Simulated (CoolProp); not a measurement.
50 sccm (0 °C, 1 atm) of nitrogen bubbles through liquid octamethylcyclotetrasiloxane (D4) at 347.8 K and leaves saturated at a total pressure of 0.0221 MPa (ideal gas phase). Each further row changes one setting.

Model: reference Helmholtz-energy equation of state, Thol 2015, in CoolProp.

```json
[
 {"case": "as stated", "vapour pressure (kPa)": "2.78", "mole fraction of vapour": "0.126", "delivery (mg/min)": "95.0", "delivery (sccm)": "7.18", "change of delivery for a bath 1 K warmer (%)": "5.8"},
 {"case": "bath temperature 352.8 K", "vapour pressure (kPa)": "(withheld)", "mole fraction of vapour": "(withheld)", "delivery (mg/min)": "126", "delivery (sccm)": "9.54", "change of delivery for a bath 1 K warmer (%)": "(withheld)"},
 {"case": "total pressure 0.0442 MPa", "vapour pressure (kPa)": "2.78", "mole fraction of vapour": "0.0628", "delivery (mg/min)": "44.3", "delivery (sccm)": "3.35", "change of delivery for a bath 1 K warmer (%)": "5.4"}
]
```

Problem. Complete the blanks.

Solution. 
- bath temperature 352.8 K, vapour pressure (kPa): 3.54
- bath temperature 352.8 K, mole fraction of vapour: 0.160
- bath temperature 352.8 K, change of delivery for a bath 1 K warmer (%): 5.9
